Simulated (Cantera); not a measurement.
Charge: 1 mol B₂O₃, a varied amount of H₂O, held at 92000 Pa.

Method: chemical equilibrium by Gibbs-energy minimisation in Cantera with the NASA 1993 tables (ideal gas, pure condensed phases). Candidate condensed phases: B, B₂O₃, B₃O₃H₃, H₂O; 23 gas species. Gases not in the tables: H₃BO₃. Equilibrium is a limit: real reactors are often held back by kinetics, nucleation or transport.

Stable condensed phases, one row left out:

```
T in K \ n(H₂O) in mol
         2.4 4.3 6.1   8 9.8  12  14  15  17  19
   2098    A   A   A   A   A   A   A   A   A   A
   1998    B   A   A   A   A   A   A   A   A   A
   1948    B   A   A   A   A   A   A   A   A   A
   1898    B   B   A   A   A   A   A   A   A   A
   1848    B   B   B   A   A   A   A   A   A   A
   1798    B   B   B   B   A   A   A   A   A   A
   1748    B   B   B   B   B   A   A   A   A   A
   1698    B   B   B   B   B   B   B   B   A   A
   1648    B   B   B   B   B   B   B   B   B   B
   1598    B   B   B   B   B   B   B   B   B   B
   1548    B   B   B   B   B   B   B   B   B   B
```

A: gas only; B: B₂O₃.

Q: Give the row for 2048 K.

A: 2.4: gas only; 4.3: gas only; 6.1: gas only; 8: gas only; 9.8: gas only; 12: gas only; 14: gas only; 15: gas only; 17: gas only; 19: gas only.
